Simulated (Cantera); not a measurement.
Charge: 1 mol CF4, 0.15 mol Si, equilibrated at 1650 K and 25.0 mbar.

Method: chemical equilibrium by Gibbs-energy minimisation in Cantera with the NASA 1993 tables (ideal gas, pure condensed phases). Candidate condensed phases: C, Si, SiC; 23 gas species. Gases not in the tables: C2F6 and larger saturated fluorocarbons. Kinetics and transport are ignored.

Base state: CF4 0.848, SiF4 0.150, CF2 0.00190, CF3 0.000363, F 0.000303 (mole fractions); condensed: C(graphite).

Q: What changes in the equilibrium state with this change: pressure from 25.0 mbar to 2.50 mbar?

A: 
```json
[
 {"species": "CF4", "before": "0.848", "after": "0.842"},
 {"species": "SiF4", "before": "0.150", "after": "0.149"},
 {"species": "CF2", "before": "0.00190", "after": "0.00598"},
 {"species": "F", "before": "0.000303", "after": "0.00170"},
 {"species": "CF3", "before": "0.000363", "after": "0.000643"},
 {"species": "C(graphite), mol", "before": "0.149", "after": "0.147"}
]
```
